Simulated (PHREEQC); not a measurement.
## Hard or scaling water: speciation

Solution (25 °C): 0.00038 mol CaSO4, 3e-05 mol CO2 and 0.00036 mol NaCl per kg of water. Closed to the air; pH follows from the charge balance.

The numbers come from PHREEQC with the ion-association model, phreeqc.dat.

This is a speciation only: nothing precipitates in the calculation.

Q: Estimate the pH, specific conductance.

A: pH 5.47; specific conductance 140 µS/cm.

Q: In which forms is S present?

A: SO4-2 96 %, CaSO4 4.3 % of the S.

Complexes and solids missing from the database can't appear.
